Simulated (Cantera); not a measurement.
What does this Cantera script print?

```python
import numpy as np
import cantera as ct

gas = ct.Solution("gri30.yaml")
gas.TPX = 498, 13332, {'C3H8': 1, 'O2': 4.17, 'N2': 15.7, 'H2O': 1.8}
flame = ct.FreeFlame(gas, width=0.16)
flame.set_refine_criteria(ratio=3, slope=0.08, curve=0.16)
flame.transport_model = "mixture-averaged"
flame.solve(loglevel=0, auto=True)
z, T = flame.grid, flame.T
thick = (T[-1] - T[0]) / np.gradient(T, z).max()
show = ['C3H8', 'O2', 'H', 'HCO', 'CH2O', 'OH']
print(f"laminar burning velocity  {flame.velocity[0] * 100:.3f} cm/s")
print(f"burnt temperature         {T[-1]:.1f} K")
print(f"thermal thickness         {thick * 1e3:.4f} mm")
print(f"grid points               {len(z)}")
z0 = z[flame.heat_release_rate.argmax()]
print(f"{'z/mm':>9s}{'T/K':>9s}{'u/(m/s)':>9s}" + "".join(f"{s:>11s}" for s in show))
rows = []
for k in (-3, -2, -1.5, -1, -0.5, -0.25, 0, 0.25, 0.5, 1, 2, 4, 8):
    zz = z0 + k * thick
    rows.append([k * thick, np.interp(zz, z, T), np.interp(zz, z, flame.velocity),
                 *(np.interp(zz, z, flame.X[gas.species_index(s)]) for s in show)])
    print(f"{rows[-1][0] * 1e3:9.3f}{rows[-1][1]:9.1f}{rows[-1][2]:9.3f}" + "".join(f"{x:11.3e}" for x in rows[-1][3:]))
```

Result:

```
laminar burning velocity  122.901 cm/s
burnt temperature         2169.1 K
thermal thickness         1.9850 mm
grid points               160
     z/mm      T/K  u/(m/s)       C3H8         O2          H        HCO       CH2O         OH
   -5.955    498.1    1.231  4.406e-02  1.837e-01  3.481e-12  6.253e-19  6.325e-08  6.677e-13
   -3.970    498.9    1.236  4.394e-02  1.831e-01  1.161e-09  4.049e-15  1.548e-06  2.673e-10
   -2.978    503.1    1.252  4.377e-02  1.820e-01  5.107e-08  1.346e-12  1.109e-05  1.232e-08
   -1.985    541.7    1.361  4.311e-02  1.775e-01  3.025e-06  1.152e-09  1.205e-04  9.253e-07
   -0.993    879.0    2.284  3.218e-02  1.456e-01  2.038e-04  1.032e-06  9.112e-04  2.935e-05
   -0.496   1267.6    3.419  1.078e-02  1.034e-01  1.463e-03  3.716e-05  1.432e-03  3.870e-04
    0.000   1629.6    4.507  3.868e-04  5.764e-02  5.817e-03  1.032e-04  7.133e-04  2.174e-03
    0.496   1802.0    5.007  7.843e-07  2.970e-02  1.112e-02  3.804e-05  1.412e-04  5.146e-03
    0.993   1849.6    5.128  2.282e-10  1.748e-02  1.475e-02  5.272e-06  1.689e-05  7.146e-03
    1.985   1873.1    5.165  3.949e-17  1.062e-02  1.748e-02  7.111e-08  1.016e-07  8.168e-03
    3.970   1892.4    5.196  1.116e-24  8.558e-03  1.791e-02  3.294e-08  8.589e-11  8.233e-03
    7.940   1915.0    5.246  1.089e-30  7.743e-03  1.676e-02  2.945e-08  5.978e-11  8.112e-03
   15.880   1948.6    5.325  2.505e-38  6.824e-03  1.461e-02  2.524e-08  6.070e-11  7.841e-03
```

Detailed kinetics in Cantera: GRI-Mech 3.0 (53 species, 325 reactions). GRI-Mech 3.0 was tuned for natural gas; its chemistry of propane as a main component is partial and can be far from experiment. Burning velocities carry a grid error of a few per cent, more on coarse grids.
